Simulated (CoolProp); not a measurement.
Aqueous magnesium chloride as a coolant, 24 % by mass, freezing at -44.4 °C, 1 atm.

The numbers come from the Melinder's fits for secondary coolants in CoolProp.

```tsv
T (°C)	density (kg/m³)	viscosity (mPa s)	Prandtl number	cp (kJ/(kg K))
-3.7	1230	18.6	109	2.874
-0.4	1228	15.8	91.8	2.882
2.9	1227	13.5	77.8	2.889
6.2	1225	11.6	66.3	2.897
9.5	1223	10.1	56.9	2.904
12.8	1221	8.79	49.2	2.911
16	1219	7.75	43.0	2.918
19.3	1217	6.86	37.7	2.924
22.6	1216	6.13	33.4	2.930
25.9	1214	5.52	29.8	2.936
29.2	1212	5.03	26.9	2.941
32.5	1211	4.62	24.5	2.946
35.8	1209	4.30	22.6	2.950
39	1208	4.04	21.1	2.954
```
